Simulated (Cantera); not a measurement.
A Cantera script and what it prints.

```python
import numpy as np
import cantera as ct

gas_names = """
    CL CL2 H HCL H2 Si SiCL SiCL2 SiCL3 SiCL4 SiH SiHCL3 SiH2 SiH2CL2 SiH3 SiH3CL SiH4 Si2 Si3
""".split()
cond_names = """
    Si(cr) Si(L)
""".split()


def load(file, names, dense=False):
    # The tables refer to 1 bar. Condensed volumes are neglected.
    table = {s.name: s for s in ct.Species.list_from_file(file)}
    out = []
    for n in names:
        d = dict(table[n].input_data)
        d["thermo"] = dict(d["thermo"], **{"reference-pressure": 1e5})
        if dense:
            d["equation-of-state"] = {"model": "constant-volume", "density": "1e6 g/cm^3"}
        out.append(ct.Species.from_dict(d))
    return out


gas = ct.Solution(thermo="ideal-gas", species=load("nasa_gas.yaml", gas_names))
cond = {s.name: ct.Solution(thermo="fixed-stoichiometry", species=[s], name=s.name)
        for s in load("nasa_condensed.yaml", cond_names, dense=True)}
atoms = {
    'SiHCl3': {'Si': 1, 'H': 1, 'CL': 3},
    'HCl': {'H': 1, 'CL': 1},
    'H2': {'H': 2},
}
top_T = {}  # K; cautious upper limits of use, not melting points


def equilibrate(T, P, feed):
    n = {}
    for name, mol in feed.items():
        for a, k in atoms[name].items():
            n[a] = n.get(a, 0.0) + k * mol
    gas.TPX = T, P, n
    mass = sum(n.values()) * gas.mean_molecular_weight
    gas.equilibrate("TP")
    valid = [c for c in cond.values() if c.min_temp <= T <= top_T.get(c.name, c.max_temp)]
    mix = ct.Mixture([(gas, mass / gas.mean_molecular_weight)] + [(c, 0.0) for c in valid])
    mix.T, mix.P = T, P
    mix.equilibrate("TP", solver="vcs", rtol=1e-11, max_steps=5000)
    return mix


results = []
feed = {'SiHCl3': 1, 'HCl': 4, 'H2': 98}  # mol
T = 850  # K
P = 1333.22  # Pa
mix = equilibrate(T, P, feed)
results.append((T, P, feed, dict(zip(mix.species_names, mix.species_moles))))
x = sorted(zip(gas.X, gas.species_names), reverse=True)
print(f"T = {T:g} K  P = {P:g} Pa  gas = {mix.phase_moles(0):.4g} mol")
print("   x: " + "  ".join(f"{s} {v:.3e}" for v, s in x if v > 0.0001))
print("   condensed (mol): " + ("  ".join(f"{mix.phase(i).name} {mix.phase_moles(i):.4g}"
      for i in range(1, mix.n_phases) if mix.phase_moles(i) > 1e-12) or "none"))
```

It prints:

```
T = 850 K  P = 1333.22 Pa  gas = 103 mol
   x: H2 9.607e-01  HCL 2.963e-02  SiCL4 9.203e-03  SiHCL3 4.950e-04
   condensed (mol): none
```

Method: chemical equilibrium by Gibbs-energy minimisation in Cantera with the NASA 1993 tables (ideal gas, pure condensed phases).
